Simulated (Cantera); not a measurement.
## Equilibrium for silicon etching in halogen gases: Si + HCl + N₂

Input: 1 mol Si, 2.8 mol HCl, 1.9 mol N₂, held at 1100 °C.

Cantera equilibrium calculation (NASA polynomials, part measured and part estimated; ideal gas, pure solids and liquids). Candidate condensed phases: NH₄Cl, Si, Si₃N₄; 28 gas species. N₂ is the only nitrogen source here; it is nearly inert below about 1500 K, so the nitride shown seldom forms there in practice. The tables' values for SiCl₃, SiCl are old estimates; treat these amounts as uncertain. Kinetics and transport are ignored.

| P (Pa) | x N₂ | x HCl | x H₂ | x SiCl₂ | x SiCl₄ | x SiCl₃ | n Si₃N₄(s) |
|---|---|---|---|---|---|---|---|
| 1 | 0.404 | 0.168 | 0.213 | 0.211 | 4.82e-5 | 0.00148 | 0 |
| 4.20 | 0.398 | 0.204 | 0.200 | 0.194 | 0.000291 | 0.00350 | 0.0276 |
| 18 | 0.385 | 0.274 | 0.173 | 0.157 | 0.00210 | 0.00843 | 0.0822 |
| 75 | 0.374 | 0.340 | 0.152 | 0.108 | 0.0105 | 0.0156 | 0.139 |
| 320 | 0.367 | 0.382 | 0.145 | 0.0551 | 0.0305 | 0.0190 | 0.187 |
| 1300 | 0.366 | 0.393 | 0.150 | 0.0223 | 0.0514 | 0.0157 | 0.212 |
| 5600 | 0.369 | 0.385 | 0.159 | 0.00752 | 0.0672 | 0.0105 | 0.218 |
| 24000 | 0.373 | 0.367 | 0.171 | 0.00240 | 0.0782 | 0.00638 | 0.216 |
| 100000 | 0.377 | 0.346 | 0.182 | 0.000767 | 0.0866 | 0.00379 | 0.210 |
x: gas mole fraction; n: condensed amount in mol.

At 1.00 Pa nothing is condensed. From 4.20 Pa to 1.00 bar the condensed part is Si₃N₄(s). The main Si-bearing gas is SiCl₂ at 1.00 Pa and SiCl₄ at 1.00 bar. The share of Si in condensed phases is highest at 56.0 mbar (65.5 %) and lowest at 1.00 Pa (0.0 %).
